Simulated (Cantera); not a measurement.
An isothermal plug-flow reactor at 825 K and 3750 Torr (inlet), inlet velocity 4.8 m/s, active area per volume 3900 1/m; feed 0.544 % CH₄, 1.73 % O₂, 97.7 % N₂, equivalence ratio 0.63.

Detailed kinetics in Cantera: Deutschmann's 1995 Pt surface mechanism with GRI-Mech 3.0 gas chemistry. Catalytic surfaces can have several steady states; this one follows from the mechanism file's or the stated starting coverage. Mass transfer to the wall is taken as infinitely fast.

Task: Predict: x(CH₄) at z = 0.027 m; x(O₂) at z = 0.027 m; x(H₂O) at z = 0.027 m; x(CO₂) at z = 0.027 m; x(CO) at z = 0.027 m; θ(free Pt) at the exit; θ(O*) at the exit; θ(OH*) at the exit.

Result: 
```json
{
  "x(CH₄) at z = 0.027 m": "0.00507",
  "x(O₂) at z = 0.027 m": "0.0166",
  "x(H₂O) at z = 0.027 m": "0.000746",
  "x(CO₂) at z = 0.027 m": "0.000372",
  "x(CO) at z = 0.027 m": "8.73e-7",
  "θ(free Pt) at the exit": "0.0547",
  "θ(O*) at the exit": "0.944",
  "θ(OH*) at the exit": "0.00131"
}
```
